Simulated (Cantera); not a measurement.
An isothermal, constant-pressure homogeneous reactor starts with C₂H₆ : N₂ = 1 : 30 (molar parts), at 1373 K and 1200 Torr.

Cantera simulation using GRI-Mech 3.0 (53 species, 325 reactions); the numbers are that mechanism's predictions, not measurements. GRI-Mech 3.0 stops at C3 and has no aromatics, soot or wall deposition, so with more carbon than oxygen in the feed, carbon stays in small species such as C2H2 where larger ones or solid carbon would form.

Predict: x(C₂H₆) at 300 s; x(CH₄) at 300 s; x(HCN) at 300 s; x(C₂H₄) at 300 s; x(H₂) at 300 s.


| Property | Result |
|---|---|
| x(C₂H₆) at 300 s | 3.60e-6 (gas-phase equilibrium 1.50e-6) |
| x(CH₄) at 300 s | 0.00914 (gas-phase equilibrium 0.00624) |
| x(HCN) at 300 s | 1.62e-8 (gas-phase equilibrium 0.0372) |
| x(C₂H₄) at 300 s | 0.00198 (gas-phase equilibrium 0.000741) |
| x(H₂) at 300 s | 0.0456 (gas-phase equilibrium 0.0509) |
